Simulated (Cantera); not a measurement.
## Equilibrium for silicon epitaxy and polysilicon growth: SiH2Cl2 + Cl2 + N2

A closed system holds: 1 mol SiH2Cl2, 0.0053 mol Cl2, 24 mol N2, equilibrated at 8900 Pa.

Equilibrium computed with Cantera from the NASA thermochemical tables; the gas is ideal and each condensed phase is pure. Candidate condensed phases: NH4Cl, Si, Si3N4; 28 gas species. N2 is the only nitrogen source here; it is nearly inert below about 1500 K, so the nitride shown seldom forms there in practice. The tables' values for SiCl3 are old estimates; treat these amounts as uncertain. Equilibrium is a limit: real reactors are often held back by kinetics, nucleation or transport.

| T (K) | x N2 | x HCl | x H2 | x SiCl2 | x SiCl4 | n Si3N4(s) |
|---|---|---|---|---|---|---|
| 1000 | 0.927 | 0.0531 | 0.0130 | 1.25e-7 | 0.00660 | 0.278 |
| 1050 | 0.927 | 0.0540 | 0.0125 | 6.15e-7 | 0.00635 | 0.280 |
| 1100 | 0.927 | 0.0549 | 0.0121 | 2.61e-6 | 0.00611 | 0.281 |
| 1150 | 0.927 | 0.0556 | 0.0117 | 9.72e-6 | 0.00589 | 0.283 |
| 1200 | 0.926 | 0.0563 | 0.0114 | 3.23e-5 | 0.00566 | 0.284 |
| 1250 | 0.926 | 0.0567 | 0.0111 | 9.66e-5 | 0.00540 | 0.284 |
| 1300 | 0.926 | 0.0571 | 0.0110 | 0.000263 | 0.00508 | 0.284 |
| 1350 | 0.926 | 0.0571 | 0.0109 | 0.000650 | 0.00462 | 0.282 |
| 1400 | 0.925 | 0.0568 | 0.0110 | 0.00146 | 0.00399 | 0.277 |
| 1450 | 0.925 | 0.0558 | 0.0115 | 0.00294 | 0.00314 | 0.268 |
| 1500 | 0.924 | 0.0540 | 0.0123 | 0.00526 | 0.00218 | 0.254 |
| 1550 | 0.924 | 0.0511 | 0.0137 | 0.00829 | 0.00130 | 0.235 |
| 1600 | 0.923 | 0.0471 | 0.0156 | 0.0117 | 0.000680 | 0.213 |
| 1650 | 0.923 | 0.0426 | 0.0177 | 0.0150 | 0.000324 | 0.189 |
x: gas mole fraction; n: condensed amount in mol.

From 1000 K to 1650 K the condensed part is Si3N4(s). The main Si-bearing gas is SiCl4 at 1000 K and SiCl2 at 1650 K. The share of Si in condensed phases is highest at 1250 K (85.3 %) and lowest at 1650 K (56.8 %).
